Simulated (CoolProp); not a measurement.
Vapour-liquid equilibrium of CH2F2 (R32) (1) + R123 (2) at 216.7 K; x and y are mole fractions of (1).

Model: multi-fluid Helmholtz-energy mixture model, Tillner-Roth 1997 and Younglove 1994; pair parameters Bell 2016, in CoolProp.

```
x     bubble pressure, mixture model (MPa)  bubble pressure, Raoult's law (MPa)  y, mixture model  y, Raoult's law
----  ------------------------------------  -----------------------------------  ----------------  ---------------
0.05                              0.008556                             0.004966             0.879            0.794
0.2                                0.02817                              0.01663             0.968            0.948
0.35                               0.04237                              0.02830             0.981            0.975
0.5                                0.05205                              0.03996             0.987            0.987
0.65                               0.05929                              0.05163             0.990            0.993
0.8                                0.06633                              0.06330             0.993            0.997
0.95                               0.07517                              0.07496             0.998            0.999
```

The largest gap from Raoult's law is +72.3 % in bubble pressure, at x = 0.05. No azeotrope shows between x = 0.05 and 0.95.

Pair parameters are fitted to limited data, so mixtures are less certain than the pure fluids. With so large a gap from Raoult's law the liquid may split in two, which this calculation doesn't test in full.
